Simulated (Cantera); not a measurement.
A freely propagating, adiabatic, planar premixed flame of 41.2 % H2, 14.7 % O2, 44.1 % N2, equivalence ratio 1.4, unburnt at 423 K and 5.90 bar; mixture-averaged transport, grid criteria slope 0.08 and curve 0.16, no radiation.

Cantera simulation using the H2/O2 subset of GRI-Mech 3.0, which has no nitrogen chemistry; the numbers are that mechanism's predictions, not measurements. The hydrogen kinetics of GRI-Mech 3.0 are dated; newer H2 mechanisms differ, most at raised pressure. Burning velocities carry a grid error of a few per cent, more on coarse grids.

### Question
Predict: laminar burning velocity; thermal thickness; peak x(HO2); peak x(O); peak x(H).

### Answer
| Property | Value |
|---|---|
| laminar burning velocity | 619 cm/s |
| thermal thickness | 0.0378 mm |
| peak x(HO2) | 0.00142 |
| peak x(O) | 0.00560 |
| peak x(H) | 0.0544 |
